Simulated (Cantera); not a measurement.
Input: 1 mol KOH, 1 mol H2, 0.1 mol O2.

These are equilibrium values from Cantera (NASA tables, ideal gas, pure condensed phases), not measurements of a reactor. Candidate condensed phases: H2O, K, KOH, KO2, K2O, K2O2; 15 gas species. Rates play no part.

Question: What condenses at these points (T in K, P in Pa): (1548, 10); (1448, 130); (1398, 130); (1348, 1000000); (1198, 22000)?

Answer: 
```
T (K)  P in Pa  condensed phases  K condensed (%)
-----  -------  ----------------  ---------------
1548        10          gas only              0.0
1448       130          gas only              0.0
1398       130          gas only              0.0
1348   1000000               KOH             98.3
1198     22000               KOH             79.0
```
